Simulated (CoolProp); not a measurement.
Saturation properties of R134a.

Values from CoolProp's reference Helmholtz-energy equation of state, Tillner-Roth 1994.

| T (°C) | p (MPa) | enthalpy of vaporisation (kJ/kg) | surface tension (mN/m) |
|---|---|---|---|
| -54.85 | 0.02203 | 234.9 | 19.6 |
| -47.15 | 0.03469 | 230.3 | 18.4 |
| -39.45 | 0.05270 | 225.5 | 17.2 |
| -31.75 | 0.07759 | 220.7 | 16.0 |
| -24.15 | 0.1106 | 215.7 | 14.9 |
| -16.45 | 0.1544 | 210.5 | 13.8 |
| -8.75 | 0.2107 | 205.1 | 12.7 |
| -1.05 | 0.2818 | 199.4 | 11.6 |
| 6.65 | 0.3702 | 193.4 | 10.5 |
| 14.35 | 0.4783 | 187.1 | 9.45 |

It boils at -26.1 °C under 1 atm.

Surface tension comes from a separate correlation (Mulero 2012).
